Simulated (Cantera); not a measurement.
A closed system holds: 1 mol SiO2, 2.5 mol CO, 0.35 mol N2, held at 3300 Pa.

These are equilibrium values from Cantera (NASA tables, ideal gas, pure condensed phases), not measurements of a reactor. Candidate condensed phases: C, Si, SiC, SiO2, Si2N2O, Si3N4; 34 gas species. The tables hold silica as quartz up to 1696 K and as liquid above; real silica turns to tridymite and cristobalite and melts near 1996 K. Kinetics and transport are ignored.

Problem. What share of the Si ends up in condensed phases as a function of T (K), at 1725, 1775, 1825, 1875, 1925, 1975, 2025, 2075, 2125, 2175, 2225, 2275?

Solution. 
| T (K) | Si condensed (%) | as |
|---|---|---|
| 1725 | 99.5 | SiO2(condensed) |
| 1775 | 99.1 | SiO2(condensed) |
| 1825 | 98.6 | SiO2(condensed) |
| 1875 | 97.8 | SiO2(condensed) |
| 1925 | 96.7 | SiO2(condensed) |
| 1975 | 95.2 | SiO2(condensed) |
| 2025 | 93.0 | SiO2(l) |
| 2075 | 90.1 | SiO2(l) |
| 2125 | 86.2 | SiO2(l) |
| 2175 | 81.0 | SiO2(l) |
| 2225 | 74.3 | SiO2(l) |
| 2275 | 65.8 | SiO2(l) |
